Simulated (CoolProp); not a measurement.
Vapour-liquid equilibrium of carbon dioxide (1) + isopentane (2) at 271.1 K; x and y are mole fractions of (1).

Model: multi-fluid Helmholtz-energy mixture model, Span 1996 and Lemmon 2006; pair parameters Kunz 2012, in CoolProp.

```
x     bubble pressure (bar)  y at the bubble point  dew pressure at overall composition x (bar)  liquid density (mol/L)
----  ---------------------  ---------------------  -------------------------------------------  ----------------------
0.05                  2.626                  0.877                                       0.3327                   9.114
0.2                   9.252                  0.963                                       0.3959                   9.909
0.35                  14.53                    [?]                                          [?]                   10.95
0.5                   18.40                  0.981                                       0.6357                   12.31
0.65                  21.68                  0.985                                       0.9103                   14.10
0.8                   25.44                    [?]                                        1.603                   16.53
0.95                    [?]                  0.997                                        6.715                   19.92
```

Task: What belongs in the gaps?

Result: 
- 0.35, y at the bubble point: 0.976
- 0.35, dew pressure at overall composition x (bar): 0.4881
- 0.8, y at the bubble point: 0.989
- 0.95, bubble pressure (bar): 30.74

No azeotrope shows between x = 0.05 and 0.95.

Pair parameters are fitted to limited data, so mixtures are less certain than the pure fluids. The gap from Raoult's law changes sign with composition, which may be real or a fault of the pair parameters; it wasn't checked against measurements.
